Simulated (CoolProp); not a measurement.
Properties of R365MFC at several states (Tc = 460.0 K, pc = 3266 kPa, ω = 0.377).

Computed with CoolProp (reference Helmholtz-energy equation of state, Lemmon 2016).

```csv
T (K),p (kPa),phase,density (kg/m³),speed of sound (m/s),Joule-Thomson coefficient (K/MPa)
487.9,832,gas,32.99,157.0,6.923
468,1420,gas,64.60,140.9,8.798
435.5,14100,liquid,1002,427.8,0.03540
264.6,100,liquid,1326,857.7,-0.3435
```
